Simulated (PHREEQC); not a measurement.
# Brine: an equilibrium model

Dissolve 0.39 mol/kgw Na2SO4, 0.0016 mol/kgw Na2B4O7 and 0.405 mol/kgw MgCl2 at 45 °C. Closed to the air; pH follows from the charge balance.

Equilibrium calculation in PHREEQC: Pitzer model, pitzer.dat.

This is a speciation only: nothing precipitates in the calculation.

Task: What pH, activity of water does the model give?

Result: pH 8.32; activity of water 0.964.

Task: In which forms is B present?

Result: B(OH)3 53 %, B(OH)4- 27 %, MgB(OH)4+ 20 % of the B.

In brines, pH and single-ion activities rest on the MacInnes convention. At this temperature some constants are extrapolated from 25 °C, and those without enthalpy data are left unchanged.
